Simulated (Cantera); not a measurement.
Input: 1 mol CHF₃, 0.55 mol H₂, 0.24 mol CH₄, at 47.0 Pa.

Cantera equilibrium calculation (NASA polynomials, part measured and part estimated; ideal gas, pure solids and liquids). Candidate condensed phases: C, C₆H₆, C₇H₈, C₈H₁₈; 110 gas species. Ions and electrons are included (thermal ionisation). Kinetics and transport are ignored.

x: gas mole fraction; n: condensed amount in mol.

```tsv
T (K)	x HF	x H	x F	x C	x C₃	x CF	x C₂	n C(graphite)
2000	0.986	0.00624	0.000366	6.48e-8	5.90e-8	1.70e-6	4.99e-9	1.24
2250	0.971	0.0193	0.00599	7.75e-6	1.38e-5	8.28e-5	1.22e-6	1.24
2500	0.893	0.0583	0.0431	0.000354	0.00106	0.00141	9.74e-5	1.22
2750	0.631	0.164	0.145	0.00803	0.0359	0.00945	0.00347	0.723
3000	[?]	[?]	[?]	[?]	[?]	[?]	0.0121	0
3250	0.0728	0.396	0.380	0.117	0.0136	0.00853	0.0120	0
3500	0.0166	0.413	0.402	0.160	0.00100	0.00282	0.00444	0
3750	0.00433	0.417	0.408	0.168	5.36e-5	0.000836	0.00120	0
4000	0.00131	0.419	0.410	0.169	3.74e-6	0.000276	0.000359	0
4250	[?]	0.419	0.411	0.170	[?]	[?]	[?]	0
4500	0.000177	0.419	0.411	0.170	4.23e-8	4.23e-5	4.65e-5	0
4750	7.56e-5	0.419	0.411	0.169	6.35e-9	1.91e-5	1.95e-5	0
5000	3.52e-5	0.419	0.410	0.169	1.15e-9	9.31e-6	8.90e-6	0
```

### Question
What belongs in the gaps?

### Answer

- 3000, x HF: 0.274
- 3000, x H: 0.311
- 3000, x F: 0.289
- 3000, x C: 0.0458
- 3000, x C₃: 0.0507
- 3000, x CF: 0.0142
- 4250, x HF: 0.000454
- 4250, x C₃: 3.50e-7
- 4250, x CF: 0.000102
- 4250, x C₂: 0.000122
